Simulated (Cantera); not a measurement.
# Transport properties of process gases

Gas mixture: H₂ : CO = 0.68 : 0.19 (molar parts), at 0.0133 bar, frozen composition.

Cantera's kinetic-theory transport with the Lennard-Jones parameters of GRI-Mech 3.0, ideal gas; thermal conductivity in the multicomponent form.

| T (K) | ρ (kg/m³) | cp (J/kg/K) | μ (µPa s) | λ (mW/m/K) | Pr | D (cm²/s) O | D (cm²/s) C₂H₂ | D (cm²/s) CH₄ |
|---|---|---|---|---|---|---|---|---|
| 400 | 0.00308 | 3809 | 18.1 | 153 | 0.453 | 88.7 | 49.1 | 61.4 |
| 650 | 0.00190 | 3848 | 25.1 | 212 | 0.457 | 201 | 113 | 140 |
| 900 | 0.00137 | 3971 | 31.1 | 270 | 0.458 | 345 | 196 | 242 |
| 1150 | 0.00107 | 4091 | 36.5 | 326 | 0.458 | 519 | 295 | 364 |
| 1400 | 0.000881 | 4227 | 41.4 | 383 | 0.458 | 719 | 410 | 505 |
| 1650 | 0.000747 | 4354 | 46.1 | 440 | 0.456 | 944 | 538 | 663 |
| 1900 | 0.000649 | 4468 | 50.5 | 496 | 0.455 | 1190 | 680 | 838 |
D: mixture-averaged diffusion coefficient of that species in the mixture.
